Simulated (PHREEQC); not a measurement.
A PHREEQC input (ion-association model, phreeqc.dat):

```
SOLUTION 1
  temp 25
  units mg/L
  pH 7.4
  pe 11.7
  Na 160
  K 5.99 charge
  Ca 274
  Mg 26
  Cl 156
  S(6) 647 as SO4
  Alkalinity 283 as HCO3
  B 1.45
  Li 3.93
END
USE solution 1
EQUILIBRIUM_PHASES 1
  Quartz 0 0.5
  CO2(g) -2.5 10
END
```

It stops with these messages:

```
WARNING: Maximum iterations exceeded, 100
WARNING: Maximum iterations exceeded, 100
WARNING: The program has failed to converge to a numerical solution.
ERROR:           Alkalinity has not converged. Total: 4.645126e-03	Calculated: 5.475638e-03	Residual: -8.305114e-04
ERROR: Is non-carbonate alkalinity greater than total alkalinity?
ERROR: Model failed to converge for initial solution  1.
```

Q: Find the cause and the fix.

A: The fault: charge balance asked on the minor ion K. The line should read `K 5.99` where the input has `K 5.99 charge`. With the mend the run ends at pH 7.88 and ionic strength 0.0306 mol/kgw.
